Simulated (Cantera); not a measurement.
What does this Cantera script print?

```python
import numpy as np
import cantera as ct

gas_names = """
    C CH CH2 CH3 CH2OH CH3O CH4 CH3OH CN CO CO2 COOH C2 C2H CHCO,ketyl C2H2,acetylene C2H2,vinylidene
    CH2CO,ketene C2H3,vinyl CH3CN CH3CO,acetyl C2H4 C2H4O,ethylen CH3CHO,ethanal CH3COOH (HCOOH)2 C2H5
    C2H6 CH3OCH3 C2H5OH CCN CNC C2N2 C2O C3 C3H3,propargyl C3H4,allene C3H4,propyne C3H4,cyclo-
    C3H5,allyl C3H6,propylene C3H6,cyclo- C3H6O C3H7,n-propyl C3H7,i-propyl C3H8 C3H8O,1propanol
    C3H8O,2propanol C3O2 C4 C4H2 C4H4,1,3-cyclo- C4H6,butadiene C4H6,2-butyne C4H6,cyclo- C4H8,1-butene
    C4H8,cis2-buten C4H8,tr2-butene C4H8,isobutene C4H8,cyclo- (CH3COOH)2 C4H9,n-butyl C4H9,i-butyl
    C4H9,s-butyl C4H9,t-butyl C4H10,isobutane C4H10,n-butane C4N2 C5 C5H6,1,3cyclo- C5H8,cyclo-
    C5H10,1-pentene C5H10,cyclo- C5H11,pentyl C5H11,t-pentyl C5H12,n-pentane C5H12,i-pentane
    CH3C(CH3)2CH3 C6H2 C6H5,phenyl C6H5O,phenoxy C6H6 C6H5OH,phenol C6H10,cyclo- C6H12,1-hexene
    C6H12,cyclo- C6H13,n-hexyl C7H7,benzyl C7H8 C7H8O,cresol C7H14,1-heptene C7H15,n-heptyl
    C7H16,n-heptane C8H8,styrene C8H10,ethylbenz C8H16,1-octene C8H17,n-octyl C8H18,isooctane
    C8H18,n-octane C9H19,n-nonyl C10H8,naphthale C10H21,n-decyl C12H9,o-bipheny C12H10,bipheny H HCN HCO
    HCCN HNC HNCO HNO HNO2 HNO3 HO2 H2 HCHO,formaldehy HCOOH H2O H2O2 N NCO NH NH2 NH3 NH2OH NO NO2 NO3
    N2 N2H2 N2H4 N2O O OH O2 O3
""".split()
cond_names = """
    C(gr) C6H6(L) C7H8(L) C8H18(L),n-octa H2O(s) H2O(L)
""".split()


def load(file, names, dense=False):
    # The tables refer to 1 bar. Condensed volumes are neglected.
    table = {s.name: s for s in ct.Species.list_from_file(file)}
    out = []
    for n in names:
        d = dict(table[n].input_data)
        d["thermo"] = dict(d["thermo"], **{"reference-pressure": 1e5})
        if dense:
            d["equation-of-state"] = {"model": "constant-volume", "density": "1e6 g/cm^3"}
        out.append(ct.Species.from_dict(d))
    return out


gas = ct.Solution(thermo="ideal-gas", species=load("nasa_gas.yaml", gas_names))
cond = {s.name: ct.Solution(thermo="fixed-stoichiometry", species=[s], name=s.name)
        for s in load("nasa_condensed.yaml", cond_names, dense=True)}
atoms = {
    'C3H8': {'C': 3, 'H': 8},
    'NH3': {'N': 1, 'H': 3},
    'CO2': {'C': 1, 'O': 2},
}
top_T = {'C(gr)': 4500}  # K; cautious upper limits of use, not melting points


def equilibrate(T, P, feed):
    n = {}
    for name, mol in feed.items():
        for a, k in atoms[name].items():
            n[a] = n.get(a, 0.0) + k * mol
    gas.TPX = T, P, n
    mass = sum(n.values()) * gas.mean_molecular_weight
    gas.equilibrate("TP")
    valid = [c for c in cond.values() if c.min_temp <= T <= top_T.get(c.name, c.max_temp)]
    mix = ct.Mixture([(gas, mass / gas.mean_molecular_weight)] + [(c, 0.0) for c in valid])
    mix.T, mix.P = T, P
    mix.equilibrate("TP", solver="vcs", rtol=1e-11, max_steps=5000)
    return mix


results = []
feed = {'C3H8': 1, 'NH3': 0.14, 'CO2': 0.12}  # mol
P = 10000  # Pa
for T in [1923, 1998, 2073, 2148, 2223, 2298, 2373, 2448, 2523, 2598, 2673]:
    mix = equilibrate(T, P, feed)
    results.append((T, P, feed, dict(zip(mix.species_names, mix.species_moles))))

top = {s: max(r[3][s] / sum(r[3][g] for g in gas_names) for r in results) for s in gas_names}
cols = sorted((s for s in top if top[s] > 0.0001), key=lambda s: -top[s])[:9]
seen = [c for c in cond_names if any(r[3].get(c, 0) > 1e-12 for r in results)]
print("log10 of partial pressures in bar; condensed amounts in mol")
print(f"{'T/K':>10s}" + "".join(f"{s[:9]:>10s}" for s in cols + seen))
for T, P, feed, n in results:
    ng = sum(n[g] for g in gas_names)
    print(f"{T:10.4g}" + "".join(f"{np.log10(max(n[s] / ng * P / 1e5, 1e-99)):10.3f}" for s in cols)
          + "".join(f"{n.get(c, 0):10.4g}" for c in seen))
```

It prints:

```
log10 of partial pressures in bar; condensed amounts in mol
       T/K        H2         H        CO C2H2,acet        N2       HCN       HNC       C2H      C4H2     C(gr)
      1923    -1.033    -3.542    -2.276    -4.378    -2.830    -3.899    -5.208    -8.734    -8.122      2.87
      1998    -1.034    -3.312    -2.276    -4.154    -2.837    -3.770    -5.017    -8.163    -7.670     2.865
      2073    -1.036    -3.098    -2.277    -3.947    -2.847    -3.652    -4.842    -7.633    -7.253     2.859
      2148    -1.038    -2.899    -2.278    -3.756    -2.858    -3.544    -4.681    -7.142    -6.865      2.85
      2223    -1.042    -2.714    -2.279    -3.579    -2.873    -3.446    -4.534    -6.685    -6.506     2.838
      2298    -1.047    -2.542    -2.281    -3.416    -2.891    -3.358    -4.399    -6.258    -6.172     2.822
      2373    -1.054    -2.382    -2.284    -3.265    -2.912    -3.278    -4.277    -5.860    -5.862     2.802
      2448    -1.064    -2.233    -2.288    -3.127    -2.936    -3.207    -4.166    -5.489    -5.575     2.777
      2523    -1.076    -2.094    -2.293    -3.000    -2.965    -3.146    -4.066    -5.141    -5.308     2.746
      2598    -1.092    -1.965    -2.299    -2.886    -2.998    -3.093    -3.977    -4.816    -5.062     2.708
      2673    -1.113    -1.847    -2.307    -2.783    -3.036    -3.048    -3.899    -4.512    -4.835     2.662
```

Equilibrium computed with Cantera from the NASA thermochemical tables; the gas is ideal and each condensed phase is pure.
